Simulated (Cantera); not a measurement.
Input (Python, Cantera):

```python
import numpy as np
import cantera as ct

surf = ct.Interface("diamond.yaml", "diamond_100")
gas, bulk = surf.adjacent["gas"], surf.adjacent["diamond"]
k = surf.kinetics_species_index(bulk.species_names[0])
cover = ["c6HH", "c6H*", "c6*H", "c6**", "c6HM", "c6B"]

rows, drift = [], 0.0
print(f"{'T':>10s}{'um/h':>11s}" + "".join(f"{s:>11s}" for s in cover))
for v in [950, 1000, 1050, 1100, 1150, 1200, 1250, 1300, 1350, 1400]:
    T, P, xH, xCH3 = v, 2200, 0.00033, 0.00039
    gas.TPX = T, P, {"H": xH, "CH3": xCH3, "CH4": 0.0028, "H2": 1 - xH - xCH3 - 0.0028}
    surf.TP = bulk.TP = T, P
    surf.coverages = "c6H*:0.1, c6HH:0.9"
    surf.advance_coverages(100.0)
    before = surf.coverages
    surf.advance_coverages(100.0)
    drift = max(drift, np.max(np.abs(surf.coverages - before) / (surf.coverages + 1e-9)))
    rate = surf.net_production_rates[k] * bulk.mean_molecular_weight / bulk.density * 3.6e9
    rows.append([rate, *surf[cover].coverages])
    print(f"{v:10.4g}{rate:11.4e}" + "".join(f"{x:11.3e}" for x in rows[-1][1:]))
```

It prints:

```
         T       um/h       c6HH       c6H*       c6*H       c6**       c6HM        c6B
       950 1.3826e+00  3.904e-01  8.215e-03  1.951e-01  2.709e-03  3.093e-01  3.752e-09
      1000 1.2943e+00  4.600e-01  1.334e-02  2.732e-01  4.679e-03  1.806e-01  3.512e-09
      1050 8.5608e-01  5.125e-01  1.962e-02  3.513e-01  7.146e-03  7.380e-02  2.323e-09
      1100 5.0365e-01  5.238e-01  2.529e-02  4.008e-01  9.345e-03  2.398e-02  1.367e-09
      1150 3.5275e-01  5.158e-01  3.005e-02  4.261e-01  1.104e-02  7.336e-03  9.572e-10
      1200 3.0776e-01  5.066e-01  3.419e-02  4.376e-01  1.228e-02  2.279e-03  8.351e-10
      1250 2.7502e-01  5.024e-01  3.781e-02  4.406e-01  1.320e-02  7.283e-04  7.463e-10
      1300 1.9764e-01  5.044e-01  4.093e-02  4.374e-01  1.382e-02  2.398e-04  5.363e-10
      1350 1.0333e-01  5.117e-01  4.353e-02  4.293e-01  1.397e-02  8.385e-05  2.804e-10
      1400 4.3979e-02  5.224e-01  4.564e-02  4.177e-01  1.365e-02  3.181e-05  1.193e-10
```

Cantera simulation using the Harris–Goodwin 1993 mechanism for the reconstructed diamond (100) surface; the numbers are that mechanism's predictions, not measurements.
